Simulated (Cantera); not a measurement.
Predominance diagram of Ca at 1352 °C against the partial pressures of O2 and Br2 (log10, bar). Cantera with NASA thermochemical tables; ideal gases at 1 bar, condensed phases pure. Candidates: Ca(l), CaBr2(l), CaO(s). Only these pure phases compete in this equilibrium. Not in the tables: oxide halides.

Which phase is stable at these pairs, and which metal-bearing vapour leads over it? (-0.3, -9.8); (-13.8, -3.3); (-17.9, -6.6); (-24.6, -4.4); (-17.9, -12); (-3, 1); (1, -0.1)


| log p(O2) | log p(Br2) | phase | chief vapour | log p (bar) |
|---|---|---|---|---|
| -0.3 | -9.8 | CaO(s) | CaBr2 | -10.1 |
| -13.8 | -3.3 | CaBr2(l) | CaBr2 | -1.5 |
| -17.9 | -6.6 | CaBr2(l) | CaBr2 | -1.5 |
| -24.6 | -4.4 | CaBr2(l) | CaBr2 | -1.5 |
| -17.9 | -12 | CaO(s) | CaBr2 | -3.5 |
| -3 | 1 | CaBr2(l) | CaBr2 | -1.5 |
| 1 | -0.1 | CaBr2(l) | CaBr2 | -1.5 |
